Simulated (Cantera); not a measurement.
Thermodynamics of abatement and gas-phase synthesis, feed HF + H2O + O2

Charge: 1 mol HF, 1.2 mol H2O, 0.79 mol O2, equilibrated at 2248.15 K.

Equilibrium computed with Cantera from the NASA thermochemical tables; the gas is ideal and each condensed phase is pure. Candidate condensed phases: H2O; 22 gas species. The ideal-gas law is rough above about 30 bar. Rates play no part.

```tsv
P (Pa)	x H2O	x HF	x O2	x H	x O	x OH	x H2
10	0.138	0.253	0.174	0.165	0.152	0.0674	0.0506
65	0.267	0.298	0.218	0.0534	0.0668	0.0622	0.0343
420	0.338	0.319	0.239	0.0145	0.0275	0.0449	0.0163
2700	0.370	0.328	0.250	0.00371	0.0111	0.0299	0.00689
17000	0.385	0.331	0.256	0.000947	0.00448	0.0193	0.00282
110000	0.392	0.333	0.260	0.000235	0.00177	0.0123	0.00112
720000	0.396	0.334	0.261	5.76e-5	0.000695	0.00773	0.000442
4700000	0.398	0.334	0.263	1.41e-5	0.000273	0.00486	0.000174
30000000	0.399	0.334	0.263	3.52e-6	0.000108	0.00306	6.88e-5
```
x: gas mole fraction; nothing condenses.

From 0.0750 Torr to 225000 Torr nothing is condensed.
